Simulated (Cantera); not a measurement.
A closed system holds: 1 mol Al, 2.7 mol HCl, 0.46 mol H2, equilibrated at 848.15 K and 410 Pa.

These are equilibrium values from Cantera (NASA tables, ideal gas, pure condensed phases), not measurements of a reactor. Candidate condensed phases: Al, AlCl3; 12 gas species. The tables' values for AlCl2 are old estimates; treat these amounts as uncertain. The numbers say what is thermodynamically allowed, not how fast it happens.

Base state: H2 0.664, AlCl3 0.325, AlCl 0.00788, AlCl2 0.00197, Al2Cl6 0.000529, HCl 1.43e-5 (mole fractions); condensed: Al(s).

**Question.** What changes in the equilibrium state with this change: pressure from 410 Pa to 260 Pa?

**Answer.** 
| species | before | after |
|---|---|---|
| H2 | 0.664 | 0.663 |
| AlCl3 | 0.325 | 0.324 |
| AlCl | 0.00788 | 0.0107 |
| Al2Cl6 | 0.000529 | 0.000333 |
| AlCl2 | 0.00197 | 0.00229 |
| HCl | 1.43e-5 | 1.54e-5 |
| Al(s), mol | 0.0839 | 0.0785 |
